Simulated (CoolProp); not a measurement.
Properties of sulfur dioxide along the isobar 5.69 MPa (Tc = 430.6 K, pc = 7.887 MPa, ω = 0.256).

Values from CoolProp's reference Helmholtz-energy equation of state, Gao 2016.

| T (K) | phase | density (kg/m³) | Joule-Thomson coefficient (K/MPa) | isothermal compressibility (1/MPa) | expansivity (1/kK) | fugacity coefficient |
|---|---|---|---|---|---|---|
| 239.5 | liquid | 1530 | -0.2948 | 0.0008030 | 1.628 | 0.006091 |
| 252.9 | liquid | 1496 | -0.2844 | 0.0009129 | 1.681 | 0.01213 |
| 266.4 | liquid | 1462 | -0.2700 | 0.001046 | 1.749 | 0.02228 |
| 279.9 | liquid | 1427 | -0.2510 | 0.001209 | 1.833 | 0.03806 |
| 293.3 | liquid | 1391 | -0.2264 | 0.001411 | 1.937 | 0.06091 |
| 306.8 | liquid | 1354 | -0.1944 | 0.001671 | 2.070 | 0.09273 |
| 320.2 | liquid | 1316 | -0.1530 | 0.002009 | 2.237 | 0.1344 |
| 333.7 | liquid | 1275 | -0.09827 | 0.002472 | 2.456 | 0.1877 |
| 347.1 | liquid | 1231 | -0.02532 | 0.003124 | 2.748 | 0.2525 |
| 360.6 | liquid | 1183 | 0.07662 | 0.004116 | 3.160 | 0.3297 |
| 374.1 | liquid | 1130 | 0.2256 | 0.005751 | 3.781 | 0.4184 |
| 387.5 | liquid | 1067 | 0.4605 | 0.008820 | 4.826 | 0.5167 |
| 401 | liquid | 986.9 | 0.9034 | 0.01651 | 7.101 | 0.6237 |
